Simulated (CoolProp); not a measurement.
Saturation properties of diethyl ether (Tc = 194.7 °C, pc = 3.717 MPa, ω = 0.282).

Computed with CoolProp (reference Helmholtz-energy equation of state, Thol 2014).

| T (°C) | p (MPa) | liquid density (kg/m³) | vapour density (kg/m³) | enthalpy of vaporisation (kJ/kg) | liquid cp (kJ/(kg K)) |
|---|---|---|---|---|---|
| 92.55 | 0.5497 | 620.5 | 15.62 | 299.9 | 2.623 |
| 99.55 | 0.6476 | 610.0 | 18.41 | 291.5 | 2.662 |
| 106.65 | 0.7595 | 598.9 | 21.65 | 282.6 | 2.705 |
| 113.65 | 0.8834 | 587.6 | 25.32 | 273.3 | 2.752 |
| 120.65 | 1.022 | 575.7 | 29.53 | 263.5 | 2.804 |
| 127.65 | 1.175 | 563.2 | 34.38 | 253.1 | 2.862 |
| 134.75 | 1.348 | 549.9 | 40.05 | 241.7 | 2.930 |
| 141.75 | 1.536 | 535.9 | 46.56 | 229.7 | 3.010 |
| 148.75 | 1.744 | 520.8 | 54.20 | 216.6 | 3.109 |
| 155.75 | 1.972 | 504.4 | 63.29 | 202.2 | 3.236 |
| 162.85 | 2.226 | 485.9 | 74.46 | 185.8 | 3.416 |
| 169.85 | 2.501 | 465.1 | 88.20 | 167.3 | 3.687 |
| 176.85 | 2.802 | 440.4 | 106.1 | 145.3 | 4.171 |
| 183.95 | 3.138 | 407.8 | 131.7 | 116.9 | 5.370 |

It boils at 34.5 °C under 1 atm.
